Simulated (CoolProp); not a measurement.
Toluene along the isotherm 121.45 °C: Z from the reference equation and from simpler models built on Tc = 318.6 °C, pc = 41.26 bar, ω = 0.266; each cubic takes its own stable root.

The numbers come from the reference Helmholtz-energy equation of state, Lemmon 2006 in CoolProp. It is a short technical equation, of lower accuracy than the large ones.

| p (bar) | phase | reference | van der Waals | Soave-Redlich-Kwong | Peng-Robinson |
|---|---|---|---|---|---|
| 7.94 | liquid | 0.02900 | 0.04911 | 0.03238 | 0.02864 |
| 15.9 | liquid | 0.05798 | ___ | 0.06467 | 0.05722 |
| 23.8 | liquid | ___ | 0.1452 | 0.09656 | 0.08547 |
| 31.7 | liquid | 0.1153 | 0.1923 | 0.1283 | 0.1136 |
| 39.7 | liquid | 0.1441 | 0.2395 | 0.1603 | 0.1420 |
| 47.6 | liquid | 0.1725 | 0.2856 | 0.1918 | ___ |
| 55.5 | liquid | 0.2009 | 0.3313 | 0.2231 | 0.1977 |
| 63.5 | liquid | 0.2295 | 0.3773 | 0.2547 | 0.2258 |
| 71.4 | liquid | 0.2577 | 0.4224 | ___ | 0.2535 |
| 79.4 | liquid | 0.2862 | 0.4677 | 0.3171 | 0.2813 |
| 87.3 | liquid | ___ | ___ | 0.3480 | 0.3088 |
| 95.2 | liquid | 0.3422 | 0.5564 | 0.3787 | 0.3362 |
| 103 | liquid | 0.3698 | ___ | 0.4090 | 0.3631 |

Question: Complete the blanks.

Answer: 
- 15.9, van der Waals: 0.09765
- 23.8, reference: 0.08666
- 47.6, Peng-Robinson: 0.1699
- 71.4, Soave-Redlich-Kwong: 0.2858
- 87.3, reference: 0.3142
- 87.3, van der Waals: 0.5122
- 103, van der Waals: 0.5998
